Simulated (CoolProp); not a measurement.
Vapour-liquid equilibrium of hexamethyldisiloxane (MM) (1) + toluene (2) at 372.1 K; x and y are mole fractions of (1).

Values from CoolProp's multi-fluid Helmholtz-energy mixture model, Thol 2016 and Lemmon 2006; pair parameters Bell 2016.

| x | bubble pressure, mixture model (MPa) | bubble pressure, Raoult's law (MPa) | y, mixture model | y, Raoult's law |
|---|---|---|---|---|
| 0.05 | 0.07423 | 0.07316 | 0.078 | 0.066 |
| 0.125 | 0.07752 | 0.07503 | 0.184 | 0.161 |
| 0.2 | 0.08056 | 0.07689 | 0.278 | 0.252 |
| 0.275 | 0.08333 | 0.07876 | 0.362 | 0.338 |
| 0.35 | 0.08583 | 0.08063 | 0.439 | 0.420 |
| 0.425 | 0.08806 | 0.08250 | 0.509 | 0.499 |
| 0.5 | 0.09004 | 0.08437 | 0.575 | 0.574 |
| 0.575 | 0.09177 | 0.08624 | 0.637 | 0.646 |
| 0.65 | 0.09326 | 0.08810 | 0.698 | 0.714 |
| 0.725 | 0.09451 | 0.08997 | 0.759 | 0.780 |
| 0.8 | 0.09552 | 0.09184 | 0.820 | 0.843 |
| 0.875 | 0.09626 | 0.09371 | 0.884 | 0.904 |
| 0.95 | 0.09671 | 0.09558 | 0.952 | 0.962 |

The largest gap from Raoult's law is +6.7 % in bubble pressure, at x = 0.425. No azeotrope shows between x = 0.05 and 0.95.

The pair parameters rest on a limited set of measurements; away from them the model extrapolates.
